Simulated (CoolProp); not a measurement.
Sulfur hexafluoride along the isotherm 443.6 K: density (kg/m³) from the reference equation and from simpler models built on Tc = 318.7 K, pc = 3.755 MPa, ω = 0.210; each cubic takes its own stable root.

Model: reference Helmholtz-energy equation of state, Guder 2009, in CoolProp.

```tsv
p (MPa)	phase	reference	ideal gas	van der Waals	Soave-Redlich-Kwong
0.119	gas	4.728	4.712	4.732	4.727
0.179	gas	7.123	7.088	7.132	7.122
0.27	gas	10.77	10.69	10.79	10.77
0.408	gas	16.34	16.16	16.39	16.33
0.615	gas	24.77	24.35	24.88	24.75
0.928	gas	37.70	36.75	37.97	37.66
1.4	gas	…	55.44	58.29	57.53
2.11	gas	88.62	83.56	90.29	88.34
3.19	gas	138.1	126.3	142.7	137.3
4.81	supercritical	217.9	190.5	231.3	215.4
7.25	supercritical	…	287.1	389.5	340.9
10.9	supercritical	…	431.6	624.7	530.4
16.5	supercritical	…	653.4	828.7	…
24.9	supercritical	1053	986.0	977.2	1019
37.5	supercritical	1245	1485	1096	1242
```

Problem. What belongs in the gaps?

Solution. 
- 1.4, reference: 57.63
- 7.25, reference: 349.4
- 10.9, reference: 555.2
- 16.5, reference: 816.7
- 16.5, Soave-Redlich-Kwong: 774.1
